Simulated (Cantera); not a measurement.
An isothermal, constant-pressure homogeneous reactor starts with CH4 : H2 : H2O = 1 : 1.4 : 0.0039 (molar parts), at 1375 K and 0.420 bar.

Detailed kinetics in Cantera: GRI-Mech 3.0 (53 species, 325 reactions). GRI-Mech 3.0 stops at C3 and has no aromatics, soot or wall deposition, so with more carbon than oxygen in the feed, carbon stays in small species such as C2H2 where larger ones or solid carbon would form.

Task: Predict: x(CH4) at 2.00 s; x(H2) at 2.00 s; x(CH3) at 2.00 s; x(C2H6) at 2.00 s; x(H) at 2.00 s.

Result: x(CH4) at 2.00 s: 0.387 (gas-phase equilibrium 0.216)
x(H2) at 2.00 s: 0.600 (gas-phase equilibrium 0.710)
x(CH3) at 2.00 s: 3.11e-5 (gas-phase equilibrium 2.72e-5)
x(C2H6) at 2.00 s: 0.000102 (gas-phase equilibrium 0.000130)
x(H) at 2.00 s: 2.42e-6 (gas-phase equilibrium 4.49e-6)
